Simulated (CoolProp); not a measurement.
n-undecane along the isobar 7780 kPa: Z from the reference equation and from simpler models built on Tc = 365.7 °C, pc = 1990 kPa, ω = 0.539; each cubic takes its own stable root.

The numbers come from the reference Helmholtz-energy equation of state, Aleksandrov 2011 in CoolProp. It is a short technical equation, of lower accuracy than the large ones.

```csv
T (°C),phase,reference
19.35,liquid,0.6700
27.65,liquid,0.6569
35.95,liquid,0.6445
44.25,liquid,0.6328
52.45,liquid,0.6220
60.75,liquid,0.6116
69.05,liquid,0.6018
77.35,liquid,0.5925
85.55,liquid,0.5838
93.85,liquid,0.5756
102.15,liquid,0.5678
110.45,liquid,0.5604
118.65,liquid,0.5535
126.95,liquid,0.5469
135.25,liquid,0.5407
143.45,liquid,0.5350
```

### Question
How far does each simpler model (van der Waals, Redlich-Kwong, Soave-Redlich-Kwong, Peng-Robinson) lie from the reference over these 16 states: mean and median of the absolute difference, and the worst?

### Answer
- van der Waals: mean 78.8 %, median 78.8 %, worst +83.3 % at 19.35 °C and 7780 kPa
- Redlich-Kwong: mean 23.9 %, median 23.8 %, worst +25.5 % at 19.35 °C and 7780 kPa
- Soave-Redlich-Kwong: mean 18.7 %, median 18.6 %, worst +21.4 % at 19.35 °C and 7780 kPa
- Peng-Robinson: mean 5.9 %, median 5.7 %, worst +8.4 % at 19.35 °C and 7780 kPa
